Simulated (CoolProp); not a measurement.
Vapour pressure (MPa) of n-pentane: the reference equation beside estimates from Tc = 196.5 °C, pc = 3.368 MPa, ω = 0.251.

Model: reference Helmholtz-energy equation of state, Thol 2019, in CoolProp.

```json
[
 {"T (°C)": "-21.65", "reference": "0.008251", "Lee-Kesler": "0.007856", "van der Waals": "0.1467", "Redlich-Kwong": "0.01873", "Soave-Redlich-Kwong": "0.008015", "Peng-Robinson": "0.008445"},
 {"T (°C)": "-6.25", "reference": "0.01825", "Lee-Kesler": "0.01760", "van der Waals": "0.2121", "Redlich-Kwong": "0.03803", "Soave-Redlich-Kwong": "0.01784", "Peng-Robinson": "0.01848"},
 {"T (°C)": "9.25", "reference": "0.03667", "Lee-Kesler": "0.03578", "van der Waals": "0.2960", "Redlich-Kwong": "0.07046", "Soave-Redlich-Kwong": "0.03607", "Peng-Robinson": "0.03685"},
 {"T (°C)": "24.75", "reference": "0.06772", "Lee-Kesler": "0.06676", "van der Waals": "0.4001", "Redlich-Kwong": "0.1207", "Soave-Redlich-Kwong": "0.06700", "Peng-Robinson": "0.06773"},
 {"T (°C)": "40.15", "reference": "0.1163", "Lee-Kesler": "0.1156", "van der Waals": "0.5253", "Redlich-Kwong": "0.1933", "Soave-Redlich-Kwong": "0.1156", "Peng-Robinson": "0.1160"},
 {"T (°C)": "55.65", "reference": "0.1890", "Lee-Kesler": "0.1890", "van der Waals": "0.6752", "Redlich-Kwong": "0.2945", "Soave-Redlich-Kwong": "0.1889", "Peng-Robinson": "0.1882"},
 {"T (°C)": "71.15", "reference": "0.2925", "Lee-Kesler": "0.2936", "van der Waals": "0.8505", "Redlich-Kwong": "0.4294", "Soave-Redlich-Kwong": "0.2936", "Peng-Robinson": "0.2913"},
 {"T (°C)": "86.65", "reference": "0.4342", "Lee-Kesler": "0.4368", "van der Waals": "1.053", "Redlich-Kwong": "0.6032", "Soave-Redlich-Kwong": "0.4376", "Peng-Robinson": "0.4328"},
 {"T (°C)": "102.05", "reference": "0.6208", "Lee-Kesler": "0.6248", "van der Waals": "1.282", "Redlich-Kwong": "0.8194", "Soave-Redlich-Kwong": "0.6277", "Peng-Robinson": "0.6199"},
 {"T (°C)": "117.55", "reference": "0.8635", "Lee-Kesler": "0.8684", "van der Waals": "1.542", "Redlich-Kwong": "1.086", "Soave-Redlich-Kwong": "0.8754", "Peng-Robinson": "0.8639"},
 {"T (°C)": "133.05", "reference": "1.170", "Lee-Kesler": "1.176", "van der Waals": "1.833", "Redlich-Kwong": "1.406", "Soave-Redlich-Kwong": "1.189", "Peng-Robinson": "1.174"},
 {"T (°C)": "148.45", "reference": "1.549", "Lee-Kesler": "1.554", "van der Waals": "2.154", "Redlich-Kwong": "1.781", "Soave-Redlich-Kwong": "1.575", "Peng-Robinson": "1.557"}
]
```

Absolute difference from the reference over all 12 rows, mean and median: Lee-Kesler 1.3 and 0.6 %, van der Waals 430.1 and 224.0 %, Redlich-Kwong 58.9 and 51.3 %, Soave-Redlich-Kwong 1.3 and 1.2 %, Peng-Robinson 0.5 and 0.4 %.
